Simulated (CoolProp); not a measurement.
Vapour-liquid equilibrium of isobutane (1) + n-butane (2) at 259 K; x and y are mole fractions of (1).

The numbers come from the multi-fluid Helmholtz-energy mixture model, Bücker 2006 and Bücker 2006; pair parameters Kunz 2012 in CoolProp.

**Question.** Give the bubble pressure and the first vapour's composition at x = 0.05, 0.35, 0.5. Is there an azeotrope?

**Answer.** x = 0.05: 60.16 kPa, y = 0.076; x = 0.35: 70.31 kPa, y = 0.455; x = 0.5: 75.34 kPa, y = 0.608. No azeotrope shows between x = 0.05 and 0.95.

Pair parameters are fitted to limited data, so mixtures are less certain than the pure fluids.
